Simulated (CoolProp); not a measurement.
A simple Rankine cycle with R245fa: condensing at 323.15 K, boiler at 1.7 MPa, turbine inlet 391.9 K, turbine efficiency 0.8, pump efficiency 0.7, no recuperator. Each further row changes one setting.

The numbers come from the reference Helmholtz-energy equation of state, Akasaka 2015 in CoolProp.

```json
[
 {"case": "as stated", "thermal efficiency (%)": "10.2", "net work (kJ/kg)": "22.7", "heat in (kJ/kg)": "222", "turbine exit temperature (K)": "346.4", "volume ratio over the turbine": "(withheld)"},
 {"case": "turbine inlet 411.9 K", "thermal efficiency (%)": "10.2", "net work (kJ/kg)": "25.3", "heat in (kJ/kg)": "248", "turbine exit temperature (K)": "369.7", "volume ratio over the turbine": "5.32"},
 {"case": "condensing temperature 315.15 K", "thermal efficiency (%)": "11.4", "net work (kJ/kg)": "26.5", "heat in (kJ/kg)": "233", "turbine exit temperature (K)": "341.0", "volume ratio over the turbine": "(withheld)"},
 {"case": "boiler pressure 1.19 MPa", "thermal efficiency (%)": "(withheld)", "net work (kJ/kg)": "19.4", "heat in (kJ/kg)": "233", "turbine exit temperature (K)": "360.5", "volume ratio over the turbine": "3.62"},
 {"case": "turbine efficiency 0.7", "thermal efficiency (%)": "8.9", "net work (kJ/kg)": "19.7", "heat in (kJ/kg)": "222", "turbine exit temperature (K)": "349.4", "volume ratio over the turbine": "5.70"}
]
```

Problem. Complete the blanks.

Solution. 
- as stated, volume ratio over the turbine: 5.64
- condensing temperature 315.15 K, volume ratio over the turbine: 7.24
- boiler pressure 1.19 MPa, thermal efficiency (%): 8.3
